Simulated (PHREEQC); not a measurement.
Consider water at 25 °C with 0.039 mol TMAH, 7.4e-05 mol Na2SiO3 and 4.6e-05 mol Na2CO3 per kg of water. Closed to the air; pH follows from the charge balance.

Model: ion-association model, phreeqc.dat, run in PHREEQC.

```json
{
  "pH": "12.51",
  "ionic_strength": "0.0393 mol/kgw",
  "total_alkalinity": "39.2 meq/kg"
}
```

```csv
species,molality,activity,log γ
OH-,0.0391,0.0323,-0.082
(CH3)4N+,0.0390,0.0324,-0.080
Na+,0.000240,0.000201,-0.077
H3SiO4-,5.43e-5,4.52e-5,-0.080
CO3-2,4.57e-5,2.29e-5,-0.299
H2SiO4-2,1.96e-5,9.82e-6,-0.299
HCO3-,1.82e-7,1.53e-7,-0.075
NaCO3-,1.03e-7,8.59e-8,-0.078
H4SiO4,9.50e-8,9.59e-8,0.004
```

Precipitation was switched off in this run. (CH3)4N+ isn't in the database: it is added as a free cation with an ion size of 4 Å.
